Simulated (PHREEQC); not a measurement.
Solution (60 °C): 0.036 mol HF, 0.16 mol (NH4)2SiF6, 0.07 mol H3AsO4 and 0.9 mol H2SO4 per kg of water. Closed to the air; pH follows from the charge balance.

All values are PHREEQC results (ion-association model, wateq4f.dat), not measurements.

Problem. The ionic strength comes out as 1.43 mol/kgw. What activity coefficients do H2AsO4-, SO4-2, HF2-, F-, NH4SO4- get?

Solution. H2AsO4- 0.86, SO4-2 0.12, HF2- 0.53, F- 0.53, NH4SO4- 0.61.

Precipitation was switched off in this run. Saturation is exceeded, for instance for Quartz (slow to form), Chalcedony (slow to form); the values hold only as long as no solid forms. Ionic strength above about 0.7 mol/kgw puts this run outside the model's range. Away from 25 °C the constants follow the database's enthalpies or fits; those with neither stay at their 25 °C values. SiF6-2 is the database's only silicon fluoride.
